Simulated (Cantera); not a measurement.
**Thermodynamics of abatement and gas-phase synthesis, feed HF + O2 + H2**

Feed: 1 mol HF, 0.054 mol O2, 15 mol H2, held at 133 Pa.

Method: chemical equilibrium by Gibbs-energy minimisation in Cantera with the NASA 1993 tables (ideal gas, pure condensed phases). Candidate condensed phases: H2O; 22 gas species. The numbers say what is thermodynamically allowed, not how fast it happens.

| T (K) | log p H2 | log p H | log p HF | log p H2O | log p O | log p F |
|---|---|---|---|---|---|---|
| 1173 | -2.91 | -8.38 | -4.08 | -5.05 | <-14 | <-14 |
| 1323 | -2.91 | -7.25 | -4.08 | -5.05 | <-14 | -13.62 |
| 1473 | -2.91 | -6.35 | -4.08 | -5.05 | -13.58 | -12.17 |
| 1623 | -2.91 | -5.61 | -4.08 | -5.05 | -11.92 | -10.99 |
| 1773 | -2.91 | -5.00 | -4.08 | -5.05 | -10.55 | -10.01 |
| 1923 | -2.92 | -4.48 | -4.08 | -5.05 | -9.38 | -9.18 |
| 2073 | -2.94 | -4.05 | -4.09 | -5.06 | -8.38 | -8.47 |
| 2223 | -2.98 | -3.68 | -4.11 | -5.09 | -7.50 | -7.85 |
| 2373 | -3.07 | -3.39 | -4.15 | -5.16 | -6.73 | -7.30 |
| 2523 | -3.23 | -3.17 | -4.21 | -5.33 | -6.07 | -6.80 |
| 2673 | -3.47 | -3.03 | -4.27 | -5.71 | -5.61 | -6.32 |
| 2823 | -3.80 | -2.95 | -4.33 | -6.36 | -5.41 | -5.84 |
log p: log10 of the partial pressure in bar; nothing condenses.

From 1173 K to 2823 K nothing is condensed.
